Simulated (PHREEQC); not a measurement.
## Leach liquor: an equilibrium model

Solution (25 °C): 190 mmol/kgw H2SO4, 0.11 mmol/kgw Al2(SO4)3, 140 mmol/kgw MgSO4 and 3.9 mmol/kgw Ca(OH)2. Closed to the air; pH follows from the charge balance.

The numbers come from PHREEQC with the ion-association model, phreeqc.dat.

Precipitation was switched off in this run.

**Question.** What pH, density, ionic strength does the model give?

**Answer.** pH 0.90; density 1.024 g/cm³; ionic strength 0.466 mol/kgw.

**Question.** In which forms is Al present?

**Answer.** AlSO4+ 62 %, Al(SO4)2- 25 %, Al+3 12 %, AlHSO4+2 1.6 % of the Al.

Species that the database lacks are ignored.
